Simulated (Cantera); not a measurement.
A perfectly stirred reactor is fed with 1.37 % C2H6, 98.6 % N2, at 750 Torr; it is held at 1650 K, and followed from long to short residence time.

Computed with Cantera and GRI-Mech 3.0 (53 species, 325 reactions). GRI-Mech 3.0 stops at C3 and has no aromatics, soot or wall deposition, so with more carbon than oxygen in the feed, carbon stays in small species such as C2H2 where larger ones or solid carbon would form.

One state of this run: x C2H6 = 1.22e-5; x C2H4 = 8.22e-5; x C2H = 5.25e-8; x H = 2.25e-5; x HCN = 3.17e-6. x: mole fraction; the columns are a selection and need not sum to one.

Question: Which value of τ (s) does it belong to?
A) 0.24
B) 1.1
C) 0.023
D) 0.52

Answer: A, 0.24
